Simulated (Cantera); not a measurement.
What does this Cantera script print?

```python
import numpy as np
import cantera as ct

gas_names = """
    C CH CH2 CH3 CH2OH CH3O CH4 CH3OH CO CO2 COOH C2 C2H CHCO,ketyl C2H2,acetylene C2H2,vinylidene
    CH2CO,ketene C2H3,vinyl CH3CO,acetyl C2H4 C2H4O,ethylen CH3CHO,ethanal CH3COOH (HCOOH)2 C2H5 C2H6
    CH3OCH3 C2H5OH C2O C3 C3H3,propargyl C3H4,allene C3H4,propyne C3H4,cyclo- C3H5,allyl C3H6,propylene
    C3H6,cyclo- C3H6O C3H7,n-propyl C3H7,i-propyl C3H8 C3H8O,1propanol C3H8O,2propanol C3O2 C4 C4H2
    C4H4,1,3-cyclo- C4H6,butadiene C4H6,2-butyne C4H6,cyclo- C4H8,1-butene C4H8,cis2-buten
    C4H8,tr2-butene C4H8,isobutene C4H8,cyclo- (CH3COOH)2 C4H9,n-butyl C4H9,i-butyl C4H9,s-butyl
    C4H9,t-butyl C4H10,isobutane C4H10,n-butane C5 C5H6,1,3cyclo- C5H8,cyclo- C5H10,1-pentene
    C5H10,cyclo- C5H11,pentyl C5H11,t-pentyl C5H12,n-pentane C5H12,i-pentane CH3C(CH3)2CH3 C6H2
    C6H5,phenyl C6H5O,phenoxy C6H6 C6H5OH,phenol C6H10,cyclo- C6H12,1-hexene C6H12,cyclo- C6H13,n-hexyl
    C7H7,benzyl C7H8 C7H8O,cresol C7H14,1-heptene C7H15,n-heptyl C7H16,n-heptane C8H8,styrene
    C8H10,ethylbenz C8H16,1-octene C8H17,n-octyl C8H18,isooctane C8H18,n-octane C9H19,n-nonyl
    C10H8,naphthale C10H21,n-decyl C12H9,o-bipheny C12H10,bipheny H HCO HO2 H2 HCHO,formaldehy HCOOH H2O
    H2O2 O OH O2 O3 Ta TaO TaO2
""".split()
cond_names = """
    C(gr) C6H6(L) C7H8(L) C8H18(L),n-octa H2O(s) H2O(L) Ta(cr) Ta(L) TaC(s) TaC(L) Ta2O5(s) Ta2O5(L)
""".split()


def load(file, names, dense=False):
    # The tables refer to 1 bar. Condensed volumes are neglected.
    table = {s.name: s for s in ct.Species.list_from_file(file)}
    out = []
    for n in names:
        d = dict(table[n].input_data)
        d["thermo"] = dict(d["thermo"], **{"reference-pressure": 1e5})
        if dense:
            d["equation-of-state"] = {"model": "constant-volume", "density": "1e6 g/cm^3"}
        out.append(ct.Species.from_dict(d))
    return out


gas = ct.Solution(thermo="ideal-gas", species=load("nasa_gas.yaml", gas_names))
cond = {s.name: ct.Solution(thermo="fixed-stoichiometry", species=[s], name=s.name)
        for s in load("nasa_condensed.yaml", cond_names, dense=True)}
atoms = {
    'Ta(OEt)5': {'Ta': 1, 'C': 10, 'H': 25, 'O': 5},
    'O2': {'O': 2},
    'H2': {'H': 2},
}
top_T = {'C(gr)': 4500}  # K; cautious upper limits of use, not melting points


def equilibrate(T, P, feed):
    n = {}
    for name, mol in feed.items():
        for a, k in atoms[name].items():
            n[a] = n.get(a, 0.0) + k * mol
    gas.TPX = T, P, n
    mass = sum(n.values()) * gas.mean_molecular_weight
    gas.equilibrate("TP")
    valid = [c for c in cond.values() if c.min_temp <= T <= top_T.get(c.name, c.max_temp)]
    mix = ct.Mixture([(gas, mass / gas.mean_molecular_weight)] + [(c, 0.0) for c in valid])
    mix.T, mix.P = T, P
    mix.equilibrate("TP", solver="vcs", rtol=1e-11, max_steps=5000)
    return mix


results = []
feed = {'Ta(OEt)5': 1, 'O2': 4.3, 'H2': 7.3}  # mol
T = 1525  # K
P = 7500  # Pa
mix = equilibrate(T, P, feed)
results.append((T, P, feed, dict(zip(mix.species_names, mix.species_moles))))
x = sorted(zip(gas.X, gas.species_names), reverse=True)
print(f"T = {T:g} K  P = {P:g} Pa  gas = {mix.phase_moles(0):.4g} mol")
print("   x: " + "  ".join(f"{s} {v:.3e}" for v, s in x if v > 0.001))
print("   condensed (mol): " + ("  ".join(f"{mix.phase(i).name} {mix.phase_moles(i):.4g}"
      for i in range(1, mix.n_phases) if mix.phase_moles(i) > 1e-12) or "none"))
```

Output:

```
T = 1525 K  P = 7500 Pa  gas = 29.8 mol
   x: H2 6.334e-01  CO 3.296e-01  H2O 3.093e-02  CO2 5.978e-03
   condensed (mol): Ta2O5(s) 0.5
```

Method: chemical equilibrium by Gibbs-energy minimisation in Cantera with the NASA 1993 tables (ideal gas, pure condensed phases). The feed counts by its element totals alone.
